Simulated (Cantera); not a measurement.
Cantera run:

```python
import numpy as np
import cantera as ct

gas_names = [...]  # 140 gases of nasa_gas.yaml made of C, Fe, H, N, O
cond_names = """
    C(gr) C6H6(L) C7H8(L) C8H18(L),n-octa Fe(a) Fe(c) Fe(d) Fe(L) FeC5O5(L) FeO(s) FeO(L) Fe(OH)2(s)
    Fe(OH)3(s) Fe2O3(s) Fe3O4(s) H2O(s) H2O(L)
""".split()


# ... load() reads the species with a 1 bar reference pressure and builds the phases ...
atoms = {
    'Fe(CO)5': {'Fe': 1, 'C': 5, 'O': 5},
    'H2': {'H': 2},
    'N2': {'N': 2},
    'CO': {'C': 1, 'O': 1},
}
top_T = {'C(gr)': 4500, 'Fe2O3(s)': 1830, 'Fe3O4(s)': 1870}  # K; cautious upper limits of use, not melting points


# ... equilibrate(T, P, feed) seeds the gas with the atoms and calls Mixture.equilibrate('TP', solver="vcs", rtol=1e-11, max_steps=5000) ...
results = []
feed = {'Fe(CO)5': 1, 'H2': 0.55, 'N2': 2.9, 'CO': 0.039}  # mol
P = 64  # Pa
for T in [823, 898, 973, 1048, 1123, 1198, 1273, 1348, 1423, 1498, 1573, 1648]:
    mix = equilibrate(T, P, feed)
    results.append((T, P, feed, dict(zip(mix.species_names, mix.species_moles))))

top = {s: max(r[3][s] / sum(r[3][g] for g in gas_names) for r in results) for s in gas_names}
cols = sorted((s for s in top if top[s] > 1e-06), key=lambda s: -top[s])[:9]
seen = [c for c in cond_names if any(r[3].get(c, 0) > 1e-12 for r in results)]
print("log10 of partial pressures in bar; condensed amounts in mol")
print(f"{'T/K':>10s}" + "".join(f"{s[:9]:>10s}" for s in cols + seen))
for T, P, feed, n in results:
    ng = sum(n[g] for g in gas_names)
    print(f"{T:10.4g}" + "".join(f"{np.log10(max(n[s] / ng * P / 1e5, 1e-99)):10.3f}" for s in cols)
          + "".join(f"{n.get(c, 0):10.4g}" for c in seen))
```

Result:

```
log10 of partial pressures in bar; condensed amounts in mol
       T/K        CO        N2        H2       CO2        Fe         H       H2O       HCN       CH4     C(gr)     Fe(a)     Fe(c)
       823    -3.431    -3.656    -4.380    -5.182   -18.438   -13.325    -6.689   -10.802    -8.790   0.08897         1         0
       898    -3.422    -3.660    -4.382    -6.074   -16.257   -12.152    -7.401   -10.097    -9.259   0.01168         1         0
       973    -3.421    -3.660    -4.382    -6.840   -14.420   -11.157    -8.009    -9.499    -9.656   0.00204         1         0
      1048    -3.420    -3.660    -4.382    -7.495   -12.853   -10.303    -8.531    -8.988    -9.998 0.0004487         1         0
      1123    -3.420    -3.660    -4.382    -8.060   -11.507    -9.562    -8.983    -8.545   -10.297 9.075e-05         1         0
      1198    -3.420    -3.660    -4.382    -8.383   -10.334    -8.912    -9.210    -8.327   -10.728         0         0         1
      1273    -3.420    -3.660    -4.382    -8.435    -9.303    -8.338    -9.178    -8.367   -11.341         0         0         1
      1348    -3.420    -3.660    -4.382    -8.481    -8.390    -7.827    -9.151    -8.401   -11.884         0         0    0.9999
      1423    -3.420    -3.660    -4.383    -8.521    -7.574    -7.369    -9.128    -8.431   -12.370         0         0    0.9996
      1498    -3.420    -3.660    -4.383    -8.558    -6.842    -6.956    -9.109    -8.457   -12.806         0         0    0.9981
      1573    -3.421    -3.661    -4.384    -8.591    -6.182    -6.583    -9.093    -8.481   -13.201         0         0    0.9913
      1648    -3.422    -3.662    -4.387    -8.622    -5.584    -6.244    -9.081    -8.503   -13.563         0         0    0.9652
```

These are equilibrium values from Cantera (NASA tables, ideal gas, pure condensed phases), not measurements of a reactor. Condensed phases not in the tables: cementite and carbon dissolved in iron.
